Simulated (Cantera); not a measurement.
Charge: 1 mol TiCl4, 0.91 mol O2, 120 mol H2, held at 1700 K and 0.0650 bar.

These are equilibrium values from Cantera (NASA tables, ideal gas, pure condensed phases), not measurements of a reactor. Candidate condensed phases: H2O, Ti, TiCl2, TiCl3, TiCl4, TiO, TiO2, Ti2O3, Ti3O5, Ti4O7; 23 gas species. The numbers say what is thermodynamically allowed, not how fast it happens.

Base state: H2 0.965, HCl 0.0328, H2O 0.00126, H 0.000568, Cl 1.50e-5 (mole fractions); condensed: Ti3O5(s).

### Question
What changes in the equilibrium state with this change: pressure from 0.0650 bar to 0.00550 bar?

### Answer
```
species          before    after
-------------  --------  -------
H2                0.965    0.964
HCl              0.0328   0.0327
H              0.000568  0.00195
Cl              1.50e-5  5.14e-5
H2O             0.00126  0.00126
Ti3O5(s), mol     0.333    0.333
```
